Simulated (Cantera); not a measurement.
Cantera run, input and output.

```python
import numpy as np
import cantera as ct

gas = ct.Solution("gri30.yaml")
gas.TPX = 1300, 60000, {'C3H8': 1, 'H2': 3.5}
inlet = ct.Reservoir(gas, clone=True)

reactor = ct.IdealGasConstPressureReactor(gas, energy="off", clone=False)
exhaust = ct.Reservoir(gas, clone=True)
tau = [2.1, 1, 0.49, 0.24, 0.11, 0.055, 0.027, 0.013, 0.0062, 0.003][0]
for a, b in ((inlet, reactor), (reactor, exhaust)):
    ct.MassFlowController(a, b, mdot=lambda t: reactor.mass / tau)
net = ct.ReactorNet([reactor])
show = ['C3H8', 'H2', 'C2H6', 'C2H4', 'H', 'CH3']

rows = []
print(f"{'tau/s':>10s}{'T/K':>9s}" + "".join(f"{s:>11s}" for s in show))
for tau in [2.1, 1, 0.49, 0.24, 0.11, 0.055, 0.027, 0.013, 0.0062, 0.003]:
    net.initial_time = 0.0
    net.advance(30 * tau)
    before = gas.X
    net.advance(40 * tau)
    drift = np.max(np.abs(gas.X - before) / (gas.X + 1e-9))
    rows.append([gas.T, *gas[show].X, drift])
    print(f"{tau:10.3e}{gas.T:9.1f}" + "".join(f"{x:11.3e}" for x in gas[show].X))
```

Result:

```
     tau/s      T/K       C3H8         H2       C2H6       C2H4          H        CH3
 2.100e+00   1300.0  3.223e-04  6.249e-01  1.552e-03  7.957e-02  4.715e-06  3.401e-05
 1.000e+00   1300.0  5.573e-04  6.345e-01  1.731e-03  8.577e-02  5.929e-06  3.960e-05
 4.900e-01   1300.0  9.428e-04  6.405e-01  1.919e-03  9.225e-02  7.374e-06  4.707e-05
 2.400e-01   1300.0  1.596e-03  6.439e-01  2.137e-03  9.985e-02  9.143e-06  5.737e-05
 1.100e-01   1300.0  2.841e-03  6.457e-01  2.421e-03  1.099e-01  1.149e-05  7.304e-05
 5.500e-02   1300.0  4.760e-03  6.466e-01  2.718e-03  1.202e-01  1.394e-05  9.233e-05
 2.700e-02   1300.0  8.130e-03  6.478e-01  3.063e-03  1.308e-01  1.673e-05  1.197e-04
 1.300e-02   1300.0  1.421e-02  6.509e-01  3.459e-03  1.394e-01  1.967e-05  1.596e-04
 6.200e-03   1300.0  2.531e-02  6.575e-01  3.919e-03  1.424e-01  2.217e-05  2.183e-04
 3.000e-03   1300.0  4.475e-02  6.698e-01  4.423e-03  1.353e-01  2.345e-05  3.000e-04
```

Model: GRI-Mech 3.0 (53 species, 325 reactions), integrated in Cantera. GRI-Mech 3.0 was tuned for natural gas; its chemistry of propane as a main component is partial and can be far from experiment. GRI-Mech 3.0 stops at C3 and has no aromatics, soot or wall deposition, so with more carbon than oxygen in the feed, carbon stays in small species such as C2H2 where larger ones or solid carbon would form.
